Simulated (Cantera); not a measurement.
Charge: 1 mol c-C₄F₈, 0.046 mol F₂, equilibrated at 13.3 mbar.

These are equilibrium values from Cantera (NASA tables, ideal gas, pure condensed phases), not measurements of a reactor. Candidate condensed phases: C; 13 gas species. The feed counts by its element totals alone. Equilibrium is a limit: real reactors are often held back by kinetics, nucleation or transport. All values below are at 3275 K.

Base state: F 0.765, CF 0.0949, C₃ 0.0884, C 0.0266, C₂ 0.0148, CF₂ 0.00866, C₅ 0.00141, C₄ 0.000393 (mole fractions); condensed: gas only.

Problem. What changes in the equilibrium state with this change: c-C₄F₈ replaced by C₂F₆?

Solution. 
```
species    before     after
-------  --------  --------
F           0.765     0.818
CF         0.0949    0.0859
C₃         0.0884    0.0535
C₂         0.0148    0.0106
C          0.0266    0.0225
C₅        0.00141  0.000612
C₄       0.000393  0.000201
CF₂       0.00866   0.00839
```

Problem. What changes in the equilibrium state with this change: F₂ from 0.046 to 2.1 mol?

Solution. 
```json
[
 {"species": "F", "before": "0.765", "after": "0.818"},
 {"species": "CF", "before": "0.0949", "after": "0.0858"},
 {"species": "C₃", "before": "0.0884", "after": "0.0534"},
 {"species": "C₂", "before": "0.0148", "after": "0.0106"},
 {"species": "C", "before": "0.0266", "after": "0.0225"},
 {"species": "C₅", "before": "0.00141", "after": "0.000610"},
 {"species": "C₄", "before": "0.000393", "after": "0.000201"},
 {"species": "CF₂", "before": "0.00866", "after": "0.00839"}
]
```
